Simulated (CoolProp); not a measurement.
The numbers come from the reference Helmholtz-energy equation of state, Thol 2018 in CoolProp.

Q: Give the vapour pressure (kPa), liquid density (kg/m³), vapour density (kg/m³), enthalpy of vaporisation (kJ/kg) of saturated hydrogen chloride at -74.85, 3.05, 34.25 °C.

A: 
```
T (°C)  p (kPa)  liquid density (kg/m³)  vapour density (kg/m³)  enthalpy of vaporisation (kJ/kg)
------  -------  ----------------------  ----------------------  --------------------------------
-74.85      174                    1160                    4.03                               433
3.05       2800                     915                    60.8                               304
34.25      5800                     749                     154                               198
```
